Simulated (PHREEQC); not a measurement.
1 kg of water holding 0.012 mol/kgw MgCl2 and 0.098 mol/kgw MgSO4 is evaporated at 75 °C; the solids stay in contact with the brine. No CO2 enters from the air. The run lets Bischofite, Brucite, Epsomite, Hexahydrite, Kieserite, MgCl2_4H2O precipitate or redissolve, and no other solid.

The series has 28 steps of water left (kg), from 1 to 0.003294.

Model: Pitzer model, pitzer.dat, run in PHREEQC.

**Question.** Which solids form, in which order, and at which step of the series does each first stand?

**Answer.** Kieserite from water left = 0.01941 kg.

Complexes and solids missing from the database can't appear. Constants without temperature data keep their 25 °C values here.
